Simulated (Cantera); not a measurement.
Input: 1 mol Si, 0.53 mol Cl₂, 2.6 mol H₂, at 502 °C and 4430 Torr.

Method: chemical equilibrium by Gibbs-energy minimisation in Cantera with the NASA 1993 tables (ideal gas, pure condensed phases). Candidate condensed phases: Si; 19 gas species. Kinetics and transport are ignored.

Base state: H₂ 0.889, SiHCl₃ 0.0555, SiCl₄ 0.0498, SiH₂Cl₂ 0.00477, HCl 0.000516, SiH₃Cl 9.30e-5 (mole fractions); condensed: Si(s).

What changes in the equilibrium state with this change: pressure from 4430 Torr to 323 Torr?


| species | before | after |
|---|---|---|
| H₂ | 0.889 | 0.896 |
| SiCl₄ | 0.0498 | 0.0656 |
| SiHCl₃ | 0.0555 | 0.0356 |
| SiH₃Cl | 9.30e-5 | 1.41e-5 |
| SiH₂Cl₂ | 0.00477 | 0.00149 |
| SiCl₃ | 9.97e-6 | 2.36e-5 |
| HCl | 0.000516 | 0.00107 |
| Si(s), mol | 0.689 | 0.708 |
The tables' values for SiCl₃ are old estimates; treat these amounts as uncertain.
